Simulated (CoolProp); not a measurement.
Properties of ethylbenzene along the isobar 52.5 bar.

The numbers come from the reference Helmholtz-energy equation of state, Zhou 2012 in CoolProp.

| T (K) | phase | density (kg/m³) | cp (kJ/(kg K)) | cv (kJ/(kg K)) | expansivity (1/kK) |
|---|---|---|---|---|---|
| 484.1 | liquid | 693.1 | 2.402 | 1.950 | 1.579 |
| 496.4 | liquid | 679.4 | 2.449 | 1.987 | 1.671 |
| 508.8 | liquid | 665.0 | 2.497 | 2.024 | 1.779 |
| 521.1 | liquid | 650.1 | 2.547 | 2.060 | 1.907 |
| 533.5 | liquid | 634.3 | 2.600 | 2.095 | 2.061 |
| 545.9 | liquid | 617.6 | 2.657 | 2.130 | 2.253 |
| 558.2 | liquid | 599.9 | 2.720 | 2.164 | 2.494 |
| 570.6 | liquid | 580.5 | 2.792 | 2.198 | 2.815 |
| 582.9 | liquid | 559.3 | 2.878 | 2.232 | 3.256 |
| 595.3 | liquid | 535.2 | 2.990 | 2.267 | 3.918 |
| 607.6 | liquid | 506.9 | 3.148 | 2.303 | 4.993 |
| 620 | supercritical | 471.2 | 3.413 | 2.342 | 7.041 |
